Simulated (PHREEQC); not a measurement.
Consider water at 20 °C with 0.8 mol/kgw MgSO4 and 0.0097 mol/kgw H3BO3. Closed to the air; pH follows from the charge balance.

Equilibrium calculation in PHREEQC: Pitzer model, pitzer.dat.

| quantity | before | after |
|---|---|---|
| pH | 5.44 | 5.59 |
| ionic strength (mol/kgw) | 3.20 | 3.20 |

Q: Which change was made?
(A) H3BO3 left out
(B) H3BO3 from 0.0097 to 0.00485 mol/kgw
(C) MgSO4 left out
(D) diluted 2-fold with water
(E) temperature from 20 to 5 °C

A: B, H3BO3 from 0.0097 to 0.00485 mol/kgw

Precipitation was switched off in this run. In brines, pH and single-ion activities rest on the MacInnes convention.
